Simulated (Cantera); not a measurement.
An isothermal, constant-pressure homogeneous reactor starts with CH₄ : N₂ = 1 : 67 (molar parts), at 1873 K and 0.0150 bar. Integrator tolerance rtol = 1e-08.

Cantera simulation using GRI-Mech 3.0 (53 species, 325 reactions); the numbers are that mechanism's predictions, not measurements. GRI-Mech 3.0 stops at C3 and has no aromatics, soot or wall deposition, so with more carbon than oxygen in the feed, carbon stays in small species such as C2H2 where larger ones or solid carbon would form. Radical loss at walls, strong at low pressure, is not modelled.

### Question
What does this change do: temperature 1873 to 1475 K?

### Answer
```
quantity                                            before                                     after
-----------------  ---------------------------------------  ----------------------------------------
x(CH₄) at 4.00 s   8.22e-7 (gas-phase equilibrium 3.45e-8)    0.0111 (gas-phase equilibrium 1.46e-6)
x(C₂H₄) at 4.00 s  3.45e-8 (gas-phase equilibrium 2.12e-9)  0.000391 (gas-phase equilibrium 8.87e-8)
x(C₂H₆) at 4.00 s    <1e-12 (gas-phase equilibrium <1e-12)    6.05e-6 (gas-phase equilibrium <1e-12)
x(H₂) at 4.00 s      0.0215 (gas-phase equilibrium 0.0213)    0.00477 (gas-phase equilibrium 0.0217)
x(C₂H) at 4.00 s   1.93e-6 (gas-phase equilibrium 1.97e-7)  1.08e-9 (gas-phase equilibrium 8.71e-10)
x(HCN) at 4.00 s   0.000113 (gas-phase equilibrium 0.0136)    1.22e-8 (gas-phase equilibrium 0.0130)
```
